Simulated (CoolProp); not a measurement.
Vapour-liquid equilibrium of acetone (1) + dimethyl carbonate (2) at 51.35 °C; x and y are mole fractions of (1).

Computed with CoolProp (multi-fluid Helmholtz-energy mixture model, Lemmon 2006 and Zhou 2011; pair parameters Bell 2016).

```json
[
 {"x": "0.05", "bubble pressure (MPa)": "0.02829", "y at the bubble point": "0.171", "dew pressure at overall composition x (MPa)": "0.02560", "liquid density (mol/L)": "11.48"},
 {"x": "0.15", "bubble pressure (MPa)": "0.03501", "y at the bubble point": "0.395", "dew pressure at overall composition x (MPa)": "0.02779", "liquid density (mol/L)": "11.62"},
 {"x": "0.25", "bubble pressure (MPa)": "0.04120", "y at the bubble point": "0.540", "dew pressure at overall composition x (MPa)": "0.03037", "liquid density (mol/L)": "11.77"},
 {"x": "0.35", "bubble pressure (MPa)": "0.04709", "y at the bubble point": "0.646", "dew pressure at overall composition x (MPa)": "[?]", "liquid density (mol/L)": "[?]"},
 {"x": "0.45", "bubble pressure (MPa)": "0.05288", "y at the bubble point": "0.729", "dew pressure at overall composition x (MPa)": "0.03715", "liquid density (mol/L)": "12.07"},
 {"x": "0.55", "bubble pressure (MPa)": "[?]", "y at the bubble point": "0.797", "dew pressure at overall composition x (MPa)": "0.04169", "liquid density (mol/L)": "12.23"},
 {"x": "0.65", "bubble pressure (MPa)": "0.06454", "y at the bubble point": "0.855", "dew pressure at overall composition x (MPa)": "0.04735", "liquid density (mol/L)": "[?]"},
 {"x": "0.75", "bubble pressure (MPa)": "0.07054", "y at the bubble point": "[?]", "dew pressure at overall composition x (MPa)": "0.05454", "liquid density (mol/L)": "12.56"},
 {"x": "0.85", "bubble pressure (MPa)": "0.07665", "y at the bubble point": "0.947", "dew pressure at overall composition x (MPa)": "0.06399", "liquid density (mol/L)": "[?]"},
 {"x": "0.95", "bubble pressure (MPa)": "0.08286", "y at the bubble point": "0.984", "dew pressure at overall composition x (MPa)": "0.07709", "liquid density (mol/L)": "12.90"}
]
```

**Question.** Fill in the missing entries.

**Answer.** 
- 0.35, dew pressure at overall composition x (MPa): 0.03344
- 0.35, liquid density (mol/L): 11.92
- 0.55, bubble pressure (MPa): 0.05867
- 0.65, liquid density (mol/L): 12.40
- 0.75, y at the bubble point: 0.905
- 0.85, liquid density (mol/L): 12.73

No azeotrope shows between x = 0.05 and 0.95.

Pair parameters are fitted to limited data, so mixtures are less certain than the pure fluids.
